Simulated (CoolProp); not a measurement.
Vapour-liquid equilibrium of ethane (1) + n-perfluorobutane (2) at 7.85 °C; x and y are mole fractions of (1).

The numbers come from the multi-fluid Helmholtz-energy mixture model, Bücker 2006 and Gao 2022; pair parameters Bell 2016 in CoolProp.

| x | bubble pressure (MPa) | y at the bubble point | dew pressure at overall composition x (MPa) | liquid density (mol/L) |
|---|---|---|---|---|
| 0.05 | 0.3279 | 0.541 | 0.1563 | 6.739 |
| 0.2 | 0.8684 | 0.824 | 0.1864 | 7.331 |
| 0.35 | 1.313 | 0.884 | 0.2303 | 7.995 |
| 0.5 | 1.649 | 0.910 | 0.3005 | 8.748 |
| 0.65 | 1.940 | 0.930 | 0.4313 | 9.621 |
| 0.8 | 2.267 | 0.952 | 0.7622 | 10.68 |
| 0.95 | 2.698 | 0.985 | 2.235 | 12.06 |

No azeotrope shows between x = 0.05 and 0.95.

The pair parameters rest on a limited set of measurements; away from them the model extrapolates. The gap from Raoult's law changes sign with composition, which may be real or a fault of the pair parameters; it wasn't checked against measurements.
